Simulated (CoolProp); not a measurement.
Vapour-liquid equilibrium of propylene (1) + propane (2) at 1.69 bar; x and y are mole fractions of (1).

Values from CoolProp's multi-fluid Helmholtz-energy mixture model, Lemmon 2013 and Lemmon 2009; pair parameters Bell 2016.

| x | bubble temperature, mixture model (K) | bubble temperature, Raoult's law (K) | y, mixture model | y, Raoult's law |
|---|---|---|---|---|
| 0.05 | 242.8 | 243.0 | 0.067 | 0.062 |
| 0.15 | 241.9 | 242.4 | 0.191 | 0.182 |
| 0.25 | 241.1 | 241.7 | 0.304 | 0.296 |
| 0.35 | 240.4 | 241.1 | 0.409 | 0.405 |
| 0.45 | 239.8 | 240.5 | 0.508 | 0.508 |
| 0.55 | 239.3 | 239.9 | 0.602 | 0.607 |
| 0.65 | 238.8 | 239.3 | 0.692 | 0.701 |
| 0.75 | 238.3 | 238.8 | 0.781 | 0.792 |
| 0.85 | 237.9 | 238.2 | 0.868 | 0.878 |
| 0.95 | 237.6 | 237.7 | 0.956 | 0.960 |

The largest gap from Raoult's law is -0.7 K in bubble temperature, at x = 0.45. No azeotrope shows between x = 0.05 and 0.95.

Pair parameters are fitted to limited data, so mixtures are less certain than the pure fluids.
